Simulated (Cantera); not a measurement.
MgO + HCl + N2 (oxide etching and cleaning by halides)

Input: 1 mol MgO, 1.5 mol HCl, 0.43 mol N2, at 1298.15 K and 1.00 bar.

Cantera equilibrium calculation (NASA polynomials, part measured and part estimated; ideal gas, pure solids and liquids). Candidate condensed phases: H2O, Mg, MgCl2, MgO, Mg(OH)2, NH4Cl; 38 gas species. Rates play no part.

| Item | Result |
|---|---|
| x(HCl) | 0.731 |
| x(N2) | 0.223 |
| x(MgCl2) | 0.0229 |
| x(H2O) | 0.0229 |
| x(H2) | 7.65e-5 |
| x(Cl) | 7.58e-5 |
| x(Cl2) | 3.86e-5 |
| n(MgO(s)) | 0.956 mol |
| gas amount | 1.930 mol |
| log10 activity of Mg(l) (absent) | -13.86 |
